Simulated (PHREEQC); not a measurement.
1 kg of water holding 0.011 mol/kgw MgCl2, 0.075 mol/kgw KCl and 0.0088 mol/kgw MgSO4 is evaporated at 25 °C; the solids stay in contact with the brine. No CO2 enters from the air. Solids allowed: Arcanite, Bischofite, Brucite, Carnallite, Epsomite, Hexahydrite, Kainite, Kieserite, Leonite, Misenite, Schoenite, Sylvite, MgCl2_4H2O. Others were left out.

Base run: PHREEQC, Pitzer model, pitzer.dat. Each further column changes one thing. The table gives water activity.

```csv
H2O removed (mol),base,temperature from 25 to 75 °C
0,0.997,0.997
30.18,0.993,0.993
43.95,0.985,0.985
50.23,0.967,0.967
52.58,0.939,(withheld)
54.17,0.856,(withheld)
54.9,0.781,(withheld)
55.23,0.638,(withheld)
```

Question: What belongs in the gaps?

Answer: 
- 52.58, temperature from 25 to 75 °C: 0.940
- 54.17, temperature from 25 to 75 °C: 0.857
- 54.9, temperature from 25 to 75 °C: 0.731
- 55.23, temperature from 25 to 75 °C: 0.631

 At this temperature some constants are extrapolated from 25 °C, and those without enthalpy data are left unchanged.
